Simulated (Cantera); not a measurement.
A closed system holds: 1 mol Ti(OiPr)4, 0.14 mol C3H8, equilibrated at 13000 Pa.

These are equilibrium values from Cantera (NASA tables, ideal gas, pure condensed phases), not measurements of a reactor. Candidate condensed phases: C, C6H6, C7H8, C8H18, H2O, Ti, TiC, TiO, TiO2, Ti2O3, Ti3O5, Ti4O7; 113 gas species. The feed counts by its element totals alone. TiC: taken at fixed stoichiometry. Rates play no part.

Over these rows the condensed part is C(graphite) + TiC(s). Partial pressures as log10 of bar:

| T (K) | 1000/T (1/K) | log p C2H2 (acetylene) | log p H2 | log p CO |
|---|---|---|---|---|
| 1698 | 0.5889 | -5.13 | -0.99 | -1.55 |
| 1798 | 0.5562 | -4.76 | -0.99 | -1.55 |
| 1898 | 0.5269 | -4.42 | -0.99 | -1.55 |
| 1998 | 0.5005 | -4.11 | -0.99 | -1.55 |
| 2098 | 0.4766 | ? | -1.00 | -1.55 |
| 2198 | 0.4550 | -3.60 | -1.00 | -1.56 |

**Question.** Fit log p(C2H2 (acetylene)) = a + b·(1000/T) to the five rows, give the apparent enthalpy, and predict the row at 2098 K.

**Answer.** Means: 1000/T = 0.5255, log p = -4.404. Sxy = -0.121012, Sxx = 0.0105593, so b = -11.46 and a = -4.404 − (-11.46)×0.5255 = 1.62.
Apparent enthalpy: −19.145 × (-11.46) = 219 kJ/mol. With the condensed phases at unit activity, 2 C(graphite) + H2(g) = C2H2 (acetylene)(g) links this pressure to the main gases: over the six rows their terms move log p by -0.01 in all, so the slope is close to that reaction's ΔH°. The five rows lie within 0.01 of the line.
Prediction at 2098 K: 1.62 + (-11.46)×0.4766 = -3.84. The computed value is -3.84, 0.00 from the line.
